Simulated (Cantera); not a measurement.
An isothermal, constant-pressure homogeneous reactor starts with H2 : O2 = 0.38 : 1 (molar parts), at 1225 K and 610 Pa.

Model: GRI-Mech 3.0 (53 species, 325 reactions), integrated in Cantera. Radical loss at walls, strong at low pressure, is not modelled. The temperature is held fixed by assumption; the heat of reaction is taken as removed at once.

x: mole fraction; the columns are a selection and need not sum to one.

```json
[
 {"t (s)": "1.00e-5", "x H2": "0.275", "x O2": "0.725", "x O": "5.58e-11", "x H": "1.28e-9", "x HO2": "1.33e-9", "x H2O2": "<1e-12", "x H2O": "7.24e-12"},
 {"t (s)": "2.82e-5", "x H2": "0.275", "x O2": "0.725", "x O": "4.04e-10", "x H": "3.49e-9", "x HO2": "3.76e-9", "x H2O2": "<1e-12", "x H2O": "1.40e-10"},
 {"t (s)": "7.95e-5", "x H2": "0.275", "x O2": "0.725", "x O": "2.71e-9", "x H": "1.02e-8", "x HO2": "1.06e-8", "x H2O2": "5.31e-12", "x H2O": "2.36e-9"},
 {"t (s)": "0.000224", "x H2": "0.275", "x O2": "0.725", "x O": "2.09e-8", "x H": "4.91e-8", "x HO2": "2.98e-8", "x H2O2": "4.21e-11", "x H2O": "4.02e-8"},
 {"t (s)": "0.000631", "x H2": "0.275", "x O2": "0.725", "x O": "6.72e-7", "x H": "1.40e-6", "x HO2": "8.55e-8", "x H2O2": "3.33e-10", "x H2O": "1.99e-6"},
 {"t (s)": "0.00178", "x H2": "0.252", "x O2": "0.713", "x O": "0.00517", "x H": "0.0108", "x HO2": "1.76e-6", "x H2O2": "?", "x H2O": "0.0160"},
 {"t (s)": "0.00502", "x H2": "0.0155", "x O2": "0.580", "x O": "0.0847", "x H": "0.102", "x HO2": "4.05e-6", "x H2O2": "?", "x H2O": "0.205"},
 {"t (s)": "0.0141", "x H2": "0.0140", "x O2": "0.596", "x O": "0.0717", "x H": "0.0810", "x HO2": "4.36e-6", "x H2O2": "?", "x H2O": "0.225"},
 {"t (s)": "0.0399", "x H2": "0.00945", "x O2": "0.631", "x O": "0.0434", "x H": "0.0391", "x HO2": "4.89e-6", "x H2O2": "?", "x H2O": "0.267"},
 {"t (s)": "0.112", "x H2": "0.00263", "x O2": "0.668", "x O": "0.0111", "x H": "0.00509", "x HO2": "4.37e-6", "x H2O2": "?", "x H2O": "0.308"},
 {"t (s)": "0.317", "x H2": "0.000290", "x O2": "0.679", "x O": "0.00120", "x H": "0.000181", "x HO2": "1.67e-6", "x H2O2": "?", "x H2O": "0.318"},
 {"t (s)": "0.893", "x H2": "3.55e-5", "x O2": "0.680", "x O": "0.000148", "x H": "7.83e-6", "x HO2": "3.43e-7", "x H2O2": "?", "x H2O": "0.319"},
 {"t (s)": "2.52", "x H2": "6.59e-6", "x O2": "0.681", "x O": "2.77e-5", "x H": "6.32e-7", "x HO2": "7.86e-8", "x H2O2": "?", "x H2O": "0.319"},
 {"t (s)": "7.10", "x H2": "1.61e-6", "x O2": "0.681", "x O": "6.82e-6", "x H": "7.73e-8", "x HO2": "2.56e-8", "x H2O2": "?", "x H2O": "0.319"},
 {"t (s)": "20.0", "x H2": "4.71e-7", "x O2": "0.681", "x O": "2.00e-6", "x H": "1.22e-8", "x HO2": "1.59e-8", "x H2O2": "?", "x H2O": "0.319"}
]
```

Question: Some entries are withheld; supply them.

Answer: 
- 0.00178, x H2O2: 2.06e-8
- 0.00502, x H2O2: 1.53e-7
- 0.0141, x H2O2: 1.77e-7
- 0.0399, x H2O2: 2.33e-7
- 0.112, x H2O2: 2.57e-7
- 0.317, x H2O2: 1.27e-7
- 0.893, x H2O2: 4.34e-8
- 2.52, x H2O2: 1.50e-8
- 7.10, x H2O2: 5.38e-9
- 20.0, x H2O2: 2.00e-9
